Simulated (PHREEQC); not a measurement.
Consider water at 25 °C with 0.016 mol NH4HCO3 per kg of water. Closed to the air; pH follows from the charge balance.

Equilibrium calculation in PHREEQC: ion-association model, phreeqc.dat.

| quantity | before | after |
|---|---|---|
| pH | 7.77 | 7.54 |
| ionic strength (mol/kgw) | 0.0156 | 0.0153 |
| HCO3- (mol/kgw) | 0.0154 | 0.0152 |
| CO2 (mol/kgw) | 0.000519 | 0.000766 |
| NH3 (mol/kgw) | 0.000457 | 0.000719 |
| CO3-2 (mol/kgw) | 6.13e-5 | 4.56e-5 |

Problem. What was changed between the two runs?
(A) diluted 2-fold with water
(B) NH4HCO3 from 0.016 to 0.0144 mol/kgw
(C) NH4HCO3 from 0.016 to 0.16 mol/kgw
(D) temperature from 25 to 40 °C

Solution. D, temperature from 25 to 40 °C

No solid was allowed to form. Carbamate, which ammonia and carbonate form, is missing from the database. At this temperature some constants are extrapolated from 25 °C, and those without enthalpy data are left unchanged.
